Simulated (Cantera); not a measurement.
Feed: 1 mol Fe3O4, 15 mol CO, 0.57 mol N2, equilibrated at 1950 °C and 13300 Pa.

These are equilibrium values from Cantera (NASA tables, ideal gas, pure condensed phases), not measurements of a reactor. Candidate condensed phases: C, Fe, Fe(CO)5, FeO, Fe2O3, Fe3O4; 27 gas species. The tables' stoichiometric FeO is somewhat more stable than real wüstite, so its field is too wide. FeO: taken at fixed stoichiometry. The numbers say what is thermodynamically allowed, not how fast it happens.

Base state: CO 0.855, CO2 0.0857, N2 0.0357, Fe 0.0230, FeO 0.000398, O 1.66e-5, NO 1.20e-5 (mole fractions); condensed: FeO(l).

Question: What changes in the equilibrium state with this change: CO from 15 to 1.6 mol?

Answer: 
```json
[
 {"species": "CO2", "before": "0.0857", "after": "0.458"},
 {"species": "CO", "before": "0.855", "after": "0.277"},
 {"species": "N2", "before": "0.0357", "after": "0.262"},
 {"species": "Fe", "before": "0.0230", "after": "0.00139"},
 {"species": "O2", "before": "3.74e-6", "after": "0.00102"},
 {"species": "NO", "before": "1.20e-5", "after": "0.000533"},
 {"species": "O", "before": "1.66e-5", "after": "0.000273"},
 {"species": "FeO(l), mol", "before": "2.63", "after": "3.00"}
]
```

Question: What changes in the equilibrium state with this change: temperature from 1950 °C to 1250 °C?

Answer: 
| species | before | after |
|---|---|---|
| CO | 0.855 | 0.831 |
| CO2 | 0.0857 | 0.132 |
| N2 | 0.0357 | 0.0366 |
| Fe | 0.0230 | 1.82e-6 |
| FeO | 0.000398 | 3.42e-9 |
| O | 1.66e-5 | <1e-9 |
| NO | 1.20e-5 | 1.93e-9 |
| FeO(l), mol | 2.63 | 0 |
| Fe(γ), mol | 0 | 1.06 |
| FeO(s), mol | 0 | 1.94 |
Mutual solubility and eutectic melting of coexisting phases are not modelled.
